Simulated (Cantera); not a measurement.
# Ignition delay

Mixture: CH4 : O2 : N2 = 1 : 2.02 : 9.49 (molar parts), at 1.00 bar, adiabatic and at constant pressure. Ignition delay is the time to a rise of 400 K.

Computed with Cantera and GRI-Mech 3.0 (53 species, 325 reactions).

| T0 (K) | delay (ms) |
|---|---|
| 1150 | 117 |
| 1225 | 39.5 |
| 1300 | 14.4 |
| 1375 | 5.65 |
| 1450 | 2.39 |

The apparent activation energy between 1300 and 1450 K is 190 kJ/mol.
